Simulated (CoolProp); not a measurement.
Saturation properties of dimethyl carbonate.

Values from CoolProp's reference Helmholtz-energy equation of state, Zhou 2011.

```json
[
 {"T (K)": "406", "p (kPa)": "334.7", "vapour density (kg/m³)": "9.597", "enthalpy of vaporisation (kJ/kg)": "344.0", "surface tension (mN/m)": "13.4"},
 {"T (K)": "411.4", "p (kPa)": "381.4", "vapour density (kg/m³)": "10.87", "enthalpy of vaporisation (kJ/kg)": "339.7", "surface tension (mN/m)": "12.8"},
 {"T (K)": "416.9", "p (kPa)": "434.0", "vapour density (kg/m³)": "12.30", "enthalpy of vaporisation (kJ/kg)": "335.1", "surface tension (mN/m)": "12.1"},
 {"T (K)": "422.3", "p (kPa)": "490.8", "vapour density (kg/m³)": "13.85", "enthalpy of vaporisation (kJ/kg)": "330.6", "surface tension (mN/m)": "11.5"},
 {"T (K)": "427.8", "p (kPa)": "554.3", "vapour density (kg/m³)": "15.59", "enthalpy of vaporisation (kJ/kg)": "325.9", "surface tension (mN/m)": "10.8"},
 {"T (K)": "433.3", "p (kPa)": "623.9", "vapour density (kg/m³)": "17.50", "enthalpy of vaporisation (kJ/kg)": "321.0", "surface tension (mN/m)": "10.2"},
 {"T (K)": "438.7", "p (kPa)": "698.5", "vapour density (kg/m³)": "19.55", "enthalpy of vaporisation (kJ/kg)": "316.1", "surface tension (mN/m)": "9.58"},
 {"T (K)": "444.2", "p (kPa)": "781.3", "vapour density (kg/m³)": "21.84", "enthalpy of vaporisation (kJ/kg)": "310.9", "surface tension (mN/m)": "8.96"},
 {"T (K)": "449.6", "p (kPa)": "869.6", "vapour density (kg/m³)": "24.31", "enthalpy of vaporisation (kJ/kg)": "305.7", "surface tension (mN/m)": "8.37"},
 {"T (K)": "455.1", "p (kPa)": "967.1", "vapour density (kg/m³)": "27.06", "enthalpy of vaporisation (kJ/kg)": "300.2", "surface tension (mN/m)": "7.78"},
 {"T (K)": "460.5", "p (kPa)": "1071", "vapour density (kg/m³)": "30.01", "enthalpy of vaporisation (kJ/kg)": "294.6", "surface tension (mN/m)": "7.21"},
 {"T (K)": "466", "p (kPa)": "1185", "vapour density (kg/m³)": "33.31", "enthalpy of vaporisation (kJ/kg)": "288.7", "surface tension (mN/m)": "6.65"},
 {"T (K)": "471.5", "p (kPa)": "1308", "vapour density (kg/m³)": "36.93", "enthalpy of vaporisation (kJ/kg)": "282.6", "surface tension (mN/m)": "6.10"},
 {"T (K)": "476.9", "p (kPa)": "1438", "vapour density (kg/m³)": "40.83", "enthalpy of vaporisation (kJ/kg)": "276.3", "surface tension (mN/m)": "5.57"},
 {"T (K)": "482.4", "p (kPa)": "1580", "vapour density (kg/m³)": "45.19", "enthalpy of vaporisation (kJ/kg)": "269.5", "surface tension (mN/m)": "5.04"}
]
```

It boils at 363.3 K under 1 atm.

Surface tension comes from a separate correlation (Mulero 2014).
